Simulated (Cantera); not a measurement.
Charge: 1 mol B2O3, 4.9 mol H2O, 48 mol H2, at 44.3 Torr.

These are equilibrium values from Cantera (NASA tables, ideal gas, pure condensed phases), not measurements of a reactor. Candidate condensed phases: B, B2O3, B3O3H3, H2O; 23 gas species. Gases not in the tables: H3BO3. Equilibrium is a limit: real reactors are often held back by kinetics, nucleation or transport.

Question: Which condensed phases are stable at each of these points (T (°C)): 1102, 1177, 1252, 1327, 1402, 1477, 1552, 1627, 1702, 1777, 1852, 1927?

Answer: 
```csv
T (°C),condensed phases,B condensed (%)
1102,B2O3(l),76.2
1177,B2O3(l),50.4
1252,B2O3(l),4.8
1327,gas only,0.0
1402,gas only,0.0
1477,gas only,0.0
1552,gas only,0.0
1627,gas only,0.0
1702,gas only,0.0
1777,gas only,0.0
1852,gas only,0.0
1927,gas only,0.0
```

From 1102 °C to 1252 °C the condensed part is B2O3(l). From 1327 °C to 1927 °C nothing is condensed.
